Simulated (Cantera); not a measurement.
An adiabatic, constant-pressure homogeneous reactor starts with H₂ : O₂ : N₂ = 1 : 0.217 : 0.817 (molar parts), equivalence ratio 2.3, at 1000 K and 120000 Pa.

Cantera simulation using the H2/O2 subset of GRI-Mech 3.0, which has no nitrogen chemistry; the numbers are that mechanism's predictions, not measurements.

Problem. Predict: time of steepest temperature rise; temperature at 0.500 s; equilibrium temperature; x(H₂) at 0.500 s; x(O₂) at 0.500 s; x(HO₂) at 0.500 s; x(OH) at 0.500 s; x(H₂O₂) at 0.500 s; x(H₂O) at 0.500 s; x(O) at 0.500 s.

Solution. 
```json
{
 "time_of_steepest_temperature_rise": "0.552 ms",
 "temperature at 0.500 s": "2478 K",
 "equilibrium_temperature": "2478 K",
 "x(H₂) at 0.500 s": "0.305 (gas-phase equilibrium 0.305)",
 "x(O₂) at 0.500 s": "1.44e-5 (gas-phase equilibrium 1.44e-5)",
 "x(HO₂) at 0.500 s": "1.63e-8 (gas-phase equilibrium 1.63e-8)",
 "x(OH) at 0.500 s": "0.00180 (gas-phase equilibrium 0.00180)",
 "x(H₂O₂) at 0.500 s": "6.57e-9 (gas-phase equilibrium 6.57e-9)",
 "x(H₂O) at 0.500 s": "0.235 (gas-phase equilibrium 0.235)",
 "x(O) at 0.500 s": "4.52e-5 (gas-phase equilibrium 4.52e-5)"
}
```
